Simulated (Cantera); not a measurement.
## Ignition delay

Mixture: 2.21 % CH₄, 0.596 % CO, 8.90 % O₂, 88.3 % N₂, at 15.8 atm, adiabatic and at constant volume. Ignition delay is the time to a rise of 400 K.

Cantera simulation using GRI-Mech 3.0 (53 species, 325 reactions); the numbers are that mechanism's predictions, not measurements. The pressure lies above the range GRI-Mech 3.0 was tuned for (to about 10 atm).

```tsv
T0 (K)	delay (ms)
1223	4.60
1298	1.87
1373	0.823
1448	0.383
1523	0.187
1598	0.0951
```

| Property | Value |
|---|---|
| apparent activation energy between 1448 and 1598 K | 180 kJ/mol |
